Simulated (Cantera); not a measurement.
## Equilibrium for abatement and gas-phase synthesis: CO₂ + H₂O + N₂ + SO₂

Input: 1 mol CO₂, 0.41 mol H₂O, 11 mol N₂, 0.0043 mol SO₂, at 10000 Pa.

Method: chemical equilibrium by Gibbs-energy minimisation in Cantera with the NASA 1993 tables (ideal gas, pure condensed phases). Candidate condensed phases: C, C₆H₆, C₇H₈, C₈H₁₈, H₂O, H₂SO₄, S; 185 gas species. Ions and electrons are included (thermal ionisation). Equilibrium is a limit: real reactors are often held back by kinetics, nucleation or transport.

```csv
T (°C),x N₂,x O,x N,x CO,x H,x CO₂,x H₂O,x O₂,x NO,x OH
2227,0.857,0.00555,8.56e-7,0.0384,0.00475,0.0398,0.0230,0.0147,0.00634,0.00633
2477,0.832,0.0188,6.93e-6,0.0566,0.0159,0.0196,0.0128,0.0179,0.0103,0.0101
2727,0.805,0.0426,3.95e-5,0.0662,0.0340,0.00750,0.00388,0.0141,0.0125,0.00947
2977,0.785,0.0673,0.000173,0.0695,0.0480,0.00244,0.000618,0.00725,0.0117,0.00526
3227,0.776,0.0828,0.000617,0.0702,0.0542,0.000750,7.44e-5,0.00282,0.00922,0.00221
3477,0.772,0.0901,0.00187,0.0703,0.0563,0.000244,9.46e-6,0.00103,0.00683,0.000883
3727,0.768,0.0934,0.00492,0.0702,0.0570,8.82e-5,1.43e-6,0.000394,0.00505,0.000373
3977,0.762,0.0949,0.0116,0.0699,0.0571,3.53e-5,2.61e-7,0.000164,0.00380,0.000170
4227,0.750,0.0954,0.0247,0.0694,0.0568,1.55e-5,5.62e-8,7.36e-5,0.00291,8.29e-5
4477,0.729,0.0951,0.0482,0.0683,0.0562,7.28e-6,1.39e-8,3.54e-5,0.00225,4.30e-5
4727,0.694,0.0943,0.0873,0.0663,0.0550,3.61e-6,3.85e-9,1.81e-5,0.00176,2.34e-5
```
x: gas mole fraction; nothing condenses.

From 2227 °C to 4727 °C nothing is condensed. The main C-bearing gas is CO₂ at 2227 °C and CO at 4727 °C.
